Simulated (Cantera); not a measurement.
An isothermal, constant-pressure homogeneous reactor starts with NO : N2 = 1 : 4.7 (molar parts), at 1900 K and 10.00 Torr. Integrator tolerance rtol = 1e-08.

Model: GRI-Mech 3.0 (53 species, 325 reactions), integrated in Cantera. Radical loss at walls, strong at low pressure, is not modelled.

### Question
What does this change do: temperature 1900 to 2175 K?

### Answer
| quantity | before | after |
|---|---|---|
| x(NO) at 5.00 s | 0.170 (gas-phase equilibrium 0.00394) | 0.0462 (gas-phase equilibrium 0.00795) |
| x(N2O) at 5.00 s | 1.10e-5 (gas-phase equilibrium 2.78e-8) | 6.09e-7 (gas-phase equilibrium 5.48e-8) |
| x(NO2) at 5.00 s | 5.27e-6 (gas-phase equilibrium 5.97e-7) | 3.85e-6 (gas-phase equilibrium 7.49e-7) |
| x(N2) at 5.00 s | 0.827 (gas-phase equilibrium 0.910) | 0.887 (gas-phase equilibrium 0.906) |
| x(O) at 5.00 s | 0.000213 (gas-phase equilibrium 0.000759) | 0.00486 (gas-phase equilibrium 0.00570) |
| x(O2) at 5.00 s | 0.00274 (gas-phase equilibrium 0.0853) | 0.0620 (gas-phase equilibrium 0.0806) |

### Question
What does this change do: temperature 1900 to 2148 K?

### Answer
```json
[
 {"quantity": "x(NO) at 5.00 s", "before": "0.170 (gas-phase equilibrium 0.00394)", "after": "0.0669 (gas-phase equilibrium 0.00750)"},
 {"quantity": "x(N2O) at 5.00 s", "before": "1.10e-5 (gas-phase equilibrium 2.78e-8)", "after": "1.30e-6 (gas-phase equilibrium 5.17e-8)"},
 {"quantity": "x(NO2) at 5.00 s", "before": "5.27e-6 (gas-phase equilibrium 5.97e-7)", "after": "5.29e-6 (gas-phase equilibrium 7.37e-7)"},
 {"quantity": "x(N2) at 5.00 s", "before": "0.827 (gas-phase equilibrium 0.910)", "after": "0.877 (gas-phase equilibrium 0.906)"},
 {"quantity": "x(O) at 5.00 s", "before": "0.000213 (gas-phase equilibrium 0.000759)", "after": "0.00379 (gas-phase equilibrium 0.00479)"},
 {"quantity": "x(O2) at 5.00 s", "before": "0.00274 (gas-phase equilibrium 0.0853)", "after": "0.0522 (gas-phase equilibrium 0.0814)"}
]
```
